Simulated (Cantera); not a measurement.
## Adiabatic ignition

An adiabatic, constant-pressure homogeneous reactor starts with CH₄ : H₂ : O₂ : N₂ = 1 : 0.23 : 1.92 : 9.81 (molar parts), at 1350 K and 3900 Torr.

Cantera simulation using GRI-Mech 3.0 (53 species, 325 reactions); the numbers are that mechanism's predictions, not measurements.

```tsv
t (s)	T (K)	x CH₄	x H₂	x O₂	x CH₂	x C₂H₂
8.00e-6	1350	0.0772	0.0177	0.148	<1e-12	<1e-12
3.52e-5	1350	0.0772	0.0177	0.148	2.15e-12	<1e-12
0.000155	1353	0.0766	0.0176	0.148	9.07e-10	3.52e-9
0.000684	2655	<1e-12	0.0138	0.00464	<1e-12	<1e-12
0.00301	2658	<1e-12	0.0139	0.00343	<1e-12	<1e-12
0.0133	2657	<1e-12	0.0140	0.00335	<1e-12	<1e-12
0.0585	2657	<1e-12	0.0140	0.00335	<1e-12	<1e-12
0.258	2657	<1e-12	0.0140	0.00335	<1e-12	<1e-12
1.13	2657	<1e-12	0.0140	0.00335	<1e-12	<1e-12
5.00	2657	<1e-12	0.0140	0.00335	<1e-12	<1e-12
```
x: mole fraction; the columns are a selection and need not sum to one.

```json
{
  "time_of_steepest_temperature_rise": "0.602 ms",
  "temperature at 5.00 s": "2657 K",
  "equilibrium_temperature": "2657 K",
  "x(CH₄) at 5.00 s": "<1e-12 (gas-phase equilibrium <1e-12)",
  "x(H₂) at 5.00 s": "0.0140 (gas-phase equilibrium 0.0140)",
  "x(O₂) at 5.00 s": "0.00335 (gas-phase equilibrium 0.00335)"
}
```
